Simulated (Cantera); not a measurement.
An adiabatic, constant-volume homogeneous reactor starts with C3H8 : O2 : N2 = 1 : 9.62 : 36.2 (molar parts), at 1625 K and 5.00 bar. Integrator tolerance rtol = 1e-08.

Detailed kinetics in Cantera: GRI-Mech 3.0 (53 species, 325 reactions). GRI-Mech 3.0 was tuned for natural gas; its chemistry of propane as a main component is partial and can be far from experiment.

Q: What does this change do: pressure from 5.00 bar to 10.0 bar?

A: 
| quantity | before | after |
|---|---|---|
| time of steepest temperature rise | 9.06 µs | 5.98 µs |
| temperature at 0.200 s | 2765 K | 2794 K |
| equilibrium temperature | 2765 K | 2794 K |
| x(C3H8) at 0.200 s | <1e-12 (gas-phase equilibrium <1e-12) | <1e-12 (gas-phase equilibrium <1e-12) |
| x(O2) at 0.200 s | 0.0845 (gas-phase equilibrium 0.0845) | 0.0841 (gas-phase equilibrium 0.0841) |
| x(C2H) at 0.200 s | <1e-12 (gas-phase equilibrium <1e-12) | <1e-12 (gas-phase equilibrium <1e-12) |
| x(HO2) at 0.200 s | 2.00e-5 (gas-phase equilibrium 2.00e-5) | 2.54e-5 (gas-phase equilibrium 2.54e-5) |
| x(HCO) at 0.200 s | 7.16e-9 (gas-phase equilibrium 7.16e-9) | 8.03e-9 (gas-phase equilibrium 8.03e-9) |
| x(NO2) at 0.200 s | 2.81e-5 (gas-phase equilibrium 2.81e-5) | 4.03e-5 (gas-phase equilibrium 4.03e-5) |
| x(C2H4) at 0.200 s | <1e-12 (gas-phase equilibrium <1e-12) | <1e-12 (gas-phase equilibrium <1e-12) |
